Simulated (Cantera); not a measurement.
A closed system holds: 1 mol CuO, a varied amount of F2, 6.3 mol H2, held at 1302 °C and 7.80e-5 bar.

Cantera equilibrium calculation (NASA polynomials, part measured and part estimated; ideal gas, pure solids and liquids). Candidate condensed phases: Cu, CuF2, CuO, Cu(OH)2, Cu2O, H2O; 27 gas species. Equilibrium is a limit: real reactors are often held back by kinetics, nucleation or transport.

log p: log10 of the partial pressure in bar; nothing condenses.

```
n(F2) (mol)  log p HF  log p H2  log p F  log p H2O  log p Cu  log p CuF  log p O2  log p CuF2
-----------  --------  --------  -------  ---------  --------  ---------  --------  ----------
0.75            -4.84     -4.36   -11.38      -5.01     -5.02      -7.61    -11.93      -14.29
0.94            -4.75     -4.39   -11.28      -5.02     -5.03      -7.52    -11.89      -14.10
1.2             -4.66     -4.43   -11.16      -5.04     -5.04      -7.42    -11.84      -13.89
1.5                 ?     -4.47        ?      -5.05     -5.06          ?         ?           ?
1.9                 ?         ?        ?      -5.07     -5.08          ?         ?           ?
2.4             -4.41     -4.63   -10.82      -5.10     -5.10      -7.13    -11.54      -13.25
3               -4.34     -4.76   -10.68      -5.12     -5.13      -7.03    -11.34      -13.01
3.7             -4.28     -4.95   -10.53      -5.15     -5.16      -6.90    -11.02      -12.73
4.7             -4.22     -5.40   -10.23      -5.19     -5.20      -6.65    -10.19      -12.19
5.9             -4.17     -7.81    -8.99      -5.46     -5.44      -5.64     -5.92       -9.93
7.5             -4.19    -15.37    -5.22     -12.86     -8.96      -5.41     -5.59       -5.93
9.4             -4.28      <-16    -4.71     -14.12     -9.75      -5.68     -5.68       -5.69
```

### Question
What belongs in the gaps?

### Answer

- 1.5, log p HF: -4.58
- 1.5, log p F: -11.06
- 1.5, log p CuF: -7.33
- 1.5, log p O2: -11.77
- 1.5, log p CuF2: -13.69
- 1.9, log p HF: -4.49
- 1.9, log p H2: -4.54
- 1.9, log p F: -10.94
- 1.9, log p CuF: -7.23
- 1.9, log p O2: -11.68
- 1.9, log p CuF2: -13.48
